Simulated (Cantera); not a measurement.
# Thermal oxidation and active oxidation of silicon: Si + CO2 + N2

Feed: 1 mol Si, 0.069 mol CO2, 250 mol N2, held at 10.0 mbar.

Cantera equilibrium calculation (NASA polynomials, part measured and part estimated; ideal gas, pure solids and liquids). Candidate condensed phases: C, Si, SiC, SiO2, Si2N2O, Si3N4; 34 gas species. N2 is the only nitrogen source here; it is nearly inert below about 1500 K, so the nitride shown seldom forms there in practice. Mutual solubility and eutectic melting of coexisting phases are not modelled. The tables' values for SiN are old estimates; treat these amounts as uncertain. Equilibrium is a limit: real reactors are often held back by kinetics, nucleation or transport.

```tsv
T (°C)	log p N2	log p Si	log p SiO	log p CO	log p Si2N	log p SiN	n C(graphite)	n Si2N2O(s)	n Si3N4(s)	n SiC(s)	n Si(l)
677	-2.00	<-14	<-14	-11.36	<-14	<-14	0.0690	0.138	0.241	0	0
827	-2.00	<-14	<-14	-8.88	<-14	<-14	0.0690	0.138	0.241	0	0
977	-2.00	<-14	-10.88	-7.00	<-14	<-14	0.0665	0.136	0.243	0	0
1127	-2.00	-11.25	-8.28	-5.69	-13.98	-11.94	0	0.0869	0.269	0.0180	0
1277	-2.00	-8.75	-6.19	-5.56	-10.81	-9.73	0	0.0529	0.293	0	0
1427	-2.00	-6.71	-5.47	-5.67	-8.21	-7.92	0	0	0.298	0.0151	0
1577	-2.00	-5.19	-5.32	-6.16	-6.42	-6.61	0	0	0	0.0496	0.636
```
log p: log10 of the partial pressure in bar; n: condensed amount in mol.

From 677 °C to 977 °C the condensed part is C(graphite) + Si2N2O(s) + Si3N4(s). At 1127 °C the condensed part is SiC(s) + Si2N2O(s) + Si3N4(s). At 1277 °C the condensed part is Si2N2O(s) + Si3N4(s). At 1427 °C the condensed part is SiC(s) + Si3N4(s). At 1577 °C the condensed part is Si(l) + SiC(s).
